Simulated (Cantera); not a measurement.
Input (Python, Cantera) and output of one run.

```python
import numpy as np
import cantera as ct

gas_names = """
    Br Br2 N N2 Si SiBr SiBr2 SiBr3 SiBr4 SiN Si2 Si2N Si3
""".split()
cond_names = """
    Br2(cr) Br2(L) Si(cr) Si(L) Si3N4(a)
""".split()


# ... load() reads the species with a 1 bar reference pressure and builds the phases ...
atoms = {
    'Si': {'Si': 1},
    'Br2': {'Br': 2},
    'N2': {'N': 2},
}
top_T = {'Si3N4(a)': 2400}  # K; cautious upper limits of use, not melting points


# ... equilibrate(T, P, feed) seeds the gas with the atoms and calls Mixture.equilibrate('TP', solver="vcs", rtol=1e-11, max_steps=5000) ...
results = []
T = 673  # K
P = 100000  # Pa
for m in [0.88, 1.2, 1.6, 2.1, 2.8, 3.8, 5.1, 6.8, 9.1]:
    feed = {'Si': 1, 'Br2': m, 'N2': 0.57}  # mol
    mix = equilibrate(T, P, feed)
    results.append((T, P, feed, dict(zip(mix.species_names, mix.species_moles))))
    x = sorted(zip(gas.X, gas.species_names), reverse=True)
    print(f"T = {T:g} K  P = {P:g} Pa  n(Br2) = {m:g} mol  gas = {mix.phase_moles(0):.4g} mol")
    print("   x: " + "  ".join(f"{s} {v:.3e}" for v, s in x if v > 0.001))
    print("   condensed (mol): " + ("  ".join(f"{mix.phase(i).name} {mix.phase_moles(i):.4g}"
          for i in range(1, mix.n_phases) if mix.phase_moles(i) > 1e-12) or "none"))
```

Result:

```
T = 673 K  P = 100000 Pa  n(Br2) = 0.88 mol  gas = 0.6367 mol
   x: SiBr4 6.911e-01  N2 3.089e-01
   condensed (mol): Si3N4(a) 0.1867
T = 673 K  P = 100000 Pa  n(Br2) = 1.2 mol  gas = 0.9033 mol
   x: SiBr4 6.642e-01  N2 3.358e-01
   condensed (mol): Si3N4(a) 0.1333
T = 673 K  P = 100000 Pa  n(Br2) = 1.6 mol  gas = 1.237 mol
   x: SiBr4 6.469e-01  N2 3.531e-01
   condensed (mol): Si3N4(a) 0.06667
T = 673 K  P = 100000 Pa  n(Br2) = 2.1 mol  gas = 1.67 mol
   x: SiBr4 5.988e-01  N2 3.413e-01  Br2 5.988e-02
   condensed (mol): none
T = 673 K  P = 100000 Pa  n(Br2) = 2.8 mol  gas = 2.37 mol
   x: SiBr4 4.219e-01  Br2 3.375e-01  N2 2.405e-01
   condensed (mol): none
T = 673 K  P = 100000 Pa  n(Br2) = 3.8 mol  gas = 3.37 mol
   x: Br2 5.341e-01  SiBr4 2.967e-01  N2 1.691e-01
   condensed (mol): none
T = 673 K  P = 100000 Pa  n(Br2) = 5.1 mol  gas = 4.67 mol
   x: Br2 6.638e-01  SiBr4 2.141e-01  N2 1.221e-01
   condensed (mol): none
T = 673 K  P = 100000 Pa  n(Br2) = 6.8 mol  gas = 6.37 mol
   x: Br2 7.535e-01  SiBr4 1.570e-01  N2 8.948e-02
   condensed (mol): none
T = 673 K  P = 100000 Pa  n(Br2) = 9.1 mol  gas = 8.67 mol
   x: Br2 8.189e-01  SiBr4 1.153e-01  N2 6.574e-02
   condensed (mol): none
```

These are equilibrium values from Cantera (NASA tables, ideal gas, pure condensed phases), not measurements of a reactor. N2 is the only nitrogen source here; it is nearly inert below about 1500 K, so the nitride shown seldom forms there in practice.
